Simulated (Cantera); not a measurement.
A closed system holds: 1 mol NiS, 2.1 mol H2, held at 823.15 K and 0.0100 bar.

These are equilibrium values from Cantera (NASA tables, ideal gas, pure condensed phases), not measurements of a reactor. Candidate condensed phases: Ni, NiS, NiS2, Ni3S2, Ni3S4, S; 9 gas species. Rates play no part.

Q: What is the equilibrium state?

A: 
```json
{
  "x(H2)": "0.841",
  "x(H2S)": "0.159",
  "x(S2)": "1.89e-6",
  "n(Ni3S2(s))": "0.333 mol",
  "gas_amount": "2.100 mol",
  "log10 activity of NiS(s) (absent)": "-0.33",
  "log10 activity of Ni(s) (absent)": "-1.55",
  "log10 activity of NiS2(s) (absent)": "-2.33"
}
```
